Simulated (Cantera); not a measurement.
Charge: 1 mol Pb, 5.5 mol CO2, 2.8 mol H2, equilibrated at 877 °C and 100000 Pa.

These are equilibrium values from Cantera (NASA tables, ideal gas, pure condensed phases), not measurements of a reactor. Candidate condensed phases: C, C6H6, C7H8, C8H18, H2O, Pb, PbO, PbO2, Pb3O4; 113 gas species. The numbers say what is thermodynamically allowed, not how fast it happens.

Base state: CO2 0.430, H2O 0.232, CO 0.232, H2 0.105, Pb 0.000290 (mole fractions); condensed: Pb(l).

**Question.** What changes in the equilibrium state with this change: CO2 from 5.5 to 0.14 mol?

**Answer.** 
| species | before | after |
|---|---|---|
| H2 | 0.105 | 0.906 |
| H2O | 0.232 | 0.0465 |
| CO | 0.232 | 0.0450 |
| CO2 | 0.430 | 0.00194 |
| Pb | 0.000290 | 0.000290 |
| CH4 | 1.28e-6 | 0.000787 |
| Pb(l), mol | 0.998 | 0.999 |
